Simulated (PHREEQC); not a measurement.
A column of 0.2 m (40 cells, dispersivity 0.01 m, 300 s a shift, diffusion coefficient 3e-10 m²/s) holds 0.036 eq of the database's cation exchanger X per kg of pore water, first in equilibrium with 0.0057 mol/kgw KBr, 0.00067 mol/kgw NaCl and 1e-05 mol/kgw HCl. It is flushed with 0.0098 mol CdCl2, 0.0058 mol MnCl2 and 1e-05 mol HCl per kg of water, at 40 °C. Values are for the last cell. CO2 from the air is kept out. Nothing may precipitate in this run.

Base run: PHREEQC, ion-association model, phreeqc.dat. Each further column changes one thing. The table gives Na in solution (mol/kgw).

| pore volumes | base | exchange capacity from 0.036 to 0.018 eq/kgw | dispersivity from 0.01 to 0.02 m |
|---|---|---|---|
| 0 | 0.000670 | 0.000670 | 0.000670 |
| 0.7625 | 0.00123 | 0.00105 | 0.00125 |
| 1.363 | 0.000767 | 0.000333 | 0.000677 |
| 2.112 | 5.99e-5 | 1.65e-5 | 0.000124 |
| 2.862 | 2.92e-6 | 6.03e-7 | 1.99e-5 |
| 3.612 | 1.29e-7 | 2.00e-8 | 3.14e-6 |
| 4.213 | 1.03e-8 | 1.27e-9 | 7.15e-7 |
| 4.963 | 4.36e-10 | 3.96e-11 | 1.13e-7 |

At this temperature some constants are extrapolated from 25 °C, and those without enthalpy data are left unchanged.
